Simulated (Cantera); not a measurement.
Charge: 1 mol SiO2, 13 mol CO, 0.2 mol H2, at 2225 K and 750 Torr.

Method: chemical equilibrium by Gibbs-energy minimisation in Cantera with the NASA 1993 tables (ideal gas, pure condensed phases). Candidate condensed phases: C, C6H6, C7H8, C8H18, H2O, Si, SiC, SiO2; 123 gas species. The tables hold silica as quartz up to 1696 K and as liquid above; real silica turns to tridymite and cristobalite and melts near 1996 K. Rates play no part.

Base state: CO 0.950, SiO 0.0178, CO2 0.0165, H2 0.0133, H2O 0.00124, H 0.000746, OH 1.01e-5 (mole fractions); condensed: SiO2(l).

Task: What changes in the equilibrium state with this change: temperature from 2225 K to 1200 K?

Result: 
```
species                before     after
-------------------  --------  --------
CO                      0.950     0.967
CO2                    0.0165    0.0177
H2                     0.0133    0.0150
SiO                    0.0178     <1e-9
H                    0.000746   2.42e-8
OH                    1.01e-5     <1e-9
H2O                   0.00124  0.000377
SiO2(l), mol            0.761         0
C(graphite), mol            0     0.234
SiO2(β-quartz), mol         0      1.00
```
